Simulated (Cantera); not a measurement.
What does this Cantera script print?

```python
import numpy as np
import cantera as ct

gas = ct.Solution("gri30.yaml")
gas.TPX = 1275, 69000, {'N2O': 1, 'H2O': 0.076}
inlet = ct.Reservoir(gas, clone=True)

reactor = ct.IdealGasConstPressureReactor(gas, energy="off", clone=False)
exhaust = ct.Reservoir(gas, clone=True)
tau = [4.1, 1.3, 0.39, 0.12, 0.037, 0.012, 0.0036][0]
for a, b in ((inlet, reactor), (reactor, exhaust)):
    ct.MassFlowController(a, b, mdot=lambda t: reactor.mass / tau)
net = ct.ReactorNet([reactor])
show = ['N2O', 'H2O', 'NO', 'NO2', 'H', 'H2', 'O']

rows = []
print(f"{'tau/s':>10s}{'T/K':>9s}" + "".join(f"{s:>11s}" for s in show))
for tau in [4.1, 1.3, 0.39, 0.12, 0.037, 0.012, 0.0036]:
    net.initial_time = 0.0
    net.advance(30 * tau)
    before = gas.X
    net.advance(40 * tau)
    drift = np.max(np.abs(gas.X - before) / (gas.X + 1e-9))
    rows.append([gas.T, *gas[show].X, drift])
    print(f"{tau:10.3e}{gas.T:9.1f}" + "".join(f"{x:11.3e}" for x in gas[show].X))
```

Result:

```
     tau/s      T/K        N2O        H2O         NO        NO2          H         H2          O
 4.100e+00   1275.0  9.499e-02  5.051e-02  3.864e-02  4.555e-04  6.902e-09  1.079e-07  2.470e-06
 1.300e+00   1275.0  2.238e-01  5.361e-02  4.070e-02  6.204e-04  9.624e-09  1.319e-07  3.495e-06
 3.900e-01   1275.0  4.520e-01  5.911e-02  3.138e-02  7.810e-04  1.144e-08  1.500e-07  4.490e-06
 1.200e-01   1275.0  6.890e-01  6.483e-02  1.662e-02  8.236e-04  1.233e-08  1.705e-07  5.190e-06
 3.700e-02   1275.0  8.361e-01  6.837e-02  6.469e-03  6.550e-04  1.320e-08  2.133e-07  5.666e-06
 1.200e-02   1275.0  8.964e-01  6.982e-02  2.254e-03  3.747e-04  1.415e-08  2.933e-07  6.010e-06
 3.600e-03   1275.0  9.192e-01  7.036e-02  7.080e-04  1.329e-04  1.440e-08  3.850e-07  6.244e-06
```

Computed with Cantera and GRI-Mech 3.0 (53 species, 325 reactions). GRI-Mech 3.0 was tuned for natural gas; its chemistry of N2O as a main component is partial and can be far from experiment. The mechanism lacks the step 2 NO + O2 → 2 NO2, which can matter for NO2 below about 1400 K. The temperature is held fixed by assumption; the heat of reaction is taken as removed at once.
